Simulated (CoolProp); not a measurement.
Vapour-liquid equilibrium of isobutane (1) + R245fa (2) at 279 K; x and y are mole fractions of (1).

Computed with CoolProp (multi-fluid Helmholtz-energy mixture model, Bücker 2006 and Akasaka 2015; pair parameters Bell 2016).

Give the bubble pressure and the first vapour's composition at x = 0.5, 0.575, 0.725. Is there an azeotrope?

x = 0.5: 0.2079 MPa, y = 0.727; x = 0.575: 0.2094 MPa, y = 0.733; x = 0.725: 0.2119 MPa, y = 0.758. y crosses x between x = 0.725 and 0.8: the model has an azeotrope there.

Pair parameters are fitted to limited data, so mixtures are less certain than the pure fluids. With so large a gap from Raoult's law the liquid may split in two, which this calculation doesn't test in full.
